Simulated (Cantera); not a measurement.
Charge: 1 mol Fe, 0.3 mol SO2, a varied amount of CO, held at 1523 K and 1 atm.

Points: n(CO) (mol) = 1.2, 1.6, 2.2, 3, 4.1, 5.7, 7.8, 11, 15, 20.

Cantera's Mixture.equilibrate('TP', solver="vcs", rtol=1e-11, max_steps=5000) on the NASA tables stopped like this:

```
ERROR: FAILURE its = 5001!

*******************************************************************************
CanteraError thrown by MultiPhase::equilibrate:
VCS solver failed. Return code: -1
*******************************************************************************
```

### Question
What got this run through?

### Answer
One answer among several that fit: The failure is numerical, not chemical. The same input converged with solver="gibbs", rtol=1e-10, max_steps=50000, and the result passed a check of the equilibrium conditions:
```
log10 of partial pressures in bar; condensed amounts in mol
     n(CO)        CO       CO2       COS        S2       SO2       CS2        SO     Fe(c)    FeO(s)    FeS(L)
       1.2    -0.059    -0.856    -3.346    -4.647    -5.656    -6.463    -5.992    0.2656     0.435    0.2994
       1.6    -0.059    -0.856    -3.346    -4.647    -5.656    -6.463    -5.992    0.3207      0.38    0.2992
       2.2    -0.059    -0.856    -3.346    -4.647    -5.656    -6.463    -5.992    0.4035    0.2976    0.2989
         3    -0.059    -0.856    -3.346    -4.647    -5.656    -6.463    -5.992    0.5139    0.1876    0.2985
       4.1    -0.059    -0.856    -3.346    -4.647    -5.656    -6.463    -5.992    0.6657   0.03636     0.298
       5.7    -0.043    -0.972    -3.331    -4.647    -5.920    -6.315    -6.124    0.7029         0    0.2971
       7.8    -0.029    -1.108    -3.317    -4.647    -6.220    -6.152    -6.274    0.7041         0    0.2959
        11    -0.019    -1.258    -3.307    -4.647    -6.539    -5.981    -6.433    0.7059         0    0.2941
        15    -0.012    -1.392    -3.300    -4.647    -6.822    -5.833    -6.575    0.7081         0    0.2919
        20    -0.008    -1.517    -3.295    -4.647    -7.081    -5.700    -6.704     0.711         0     0.289
```

The gas is ideal and each condensed phase is pure. Metal and sulfide melt together well below either melting point, which pure phases cannot show. Mutual solubility and eutectic melting of coexisting phases are not modelled. The tables' stoichiometric FeO is somewhat more stable than real wüstite, so its field is too wide. FeO, FeS: taken at fixed stoichiometry.
